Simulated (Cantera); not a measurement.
A closed system holds: 1 mol Si3N4, 0.17 mol Si, 0.38 mol H2, equilibrated at 1925 K.

Cantera equilibrium calculation (NASA polynomials, part measured and part estimated; ideal gas, pure solids and liquids). Candidate condensed phases: Si, Si3N4; 18 gas species. The tables' values for SiN are old estimates; treat these amounts as uncertain. Equilibrium is a limit: real reactors are often held back by kinetics, nucleation or transport.

Question: At 0.000160 bar, list the 5 most abundant gas species with their mole fractions, and the condensed phases.

Answer: N2 0.736, H2 0.126, Si 0.109, H 0.0269, Si2 0.000934. Condensed: Si(l).
